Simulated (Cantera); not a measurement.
Cantera run, input and output.

```python
import numpy as np
import cantera as ct

gas = ct.Solution("gri30.yaml")
gas.TPX = 525, 100000, {'CH4': 1, 'O2': 2, 'N2': 7.52, 'H2O': 0.24}
inlet = ct.Reservoir(gas, clone=True)
gas.equilibrate("HP")  # start burning
reactor = ct.IdealGasConstPressureReactor(gas, energy="on", clone=False)
exhaust = ct.Reservoir(gas, clone=True)
tau = [0.084, 0.032, 0.012, 0.0045, 0.0017, 0.00065, 0.00025, 9.3e-05, 3.5e-05][0]
for a, b in ((inlet, reactor), (reactor, exhaust)):
    ct.MassFlowController(a, b, mdot=lambda t: reactor.mass / tau)
net = ct.ReactorNet([reactor])
show = ['CH4', 'O2', 'H2O', 'C2H6', 'HO2', 'CH2', 'OH']

rows = []
print(f"{'tau/s':>10s}{'T/K':>9s}" + "".join(f"{s:>11s}" for s in show))
for tau in [0.084, 0.032, 0.012, 0.0045, 0.0017, 0.00065, 0.00025, 9.3e-05, 3.5e-05]:
    net.initial_time = 0.0
    net.advance(30 * tau)
    before = gas.X
    net.advance(40 * tau)
    drift = np.max(np.abs(gas.X - before) / (gas.X + 1e-9))
    rows.append([gas.T, *gas[show].X, drift])
    print(f"{tau:10.3e}{gas.T:9.1f}" + "".join(f"{x:11.3e}" for x in gas[show].X))
```

Result:

```
     tau/s      T/K        CH4         O2        H2O       C2H6        HO2        CH2         OH
 8.400e-02   2290.9  3.160e-06  7.384e-03  1.972e-01  1.652e-12  9.909e-07  1.539e-07  4.806e-03
 3.200e-02   2275.1  7.126e-06  8.427e-03  1.959e-01  8.294e-12  1.168e-06  3.508e-07  5.291e-03
 1.200e-02   2244.4  1.515e-05  1.011e-02  1.936e-01  3.645e-11  1.518e-06  7.319e-07  6.087e-03
 4.500e-03   2196.4  3.090e-05  1.248e-02  1.899e-01  1.429e-10  2.181e-06  1.376e-06  7.138e-03
 1.700e-03   2133.0  6.339e-05  1.542e-02  1.852e-01  5.507e-10  3.347e-06  2.399e-06  8.212e-03
 6.500e-04   2058.6  1.364e-04  1.879e-02  1.798e-01  2.332e-09  5.234e-06  4.071e-06  8.995e-03
 2.500e-04   1977.3  3.228e-04  2.290e-02  1.745e-01  1.250e-08  8.326e-06  7.206e-06  9.168e-03
 9.300e-05   1882.4  9.751e-04  3.003e-02  1.697e-01  1.295e-07  1.579e-05  1.536e-05  8.079e-03
 3.500e-05    525.0  9.294e-02  1.859e-01  2.230e-02  3.360e-17  1.806e-18  3.031e-32  4.399e-25
```

Cantera simulation using GRI-Mech 3.0 (53 species, 325 reactions); the numbers are that mechanism's predictions, not measurements.
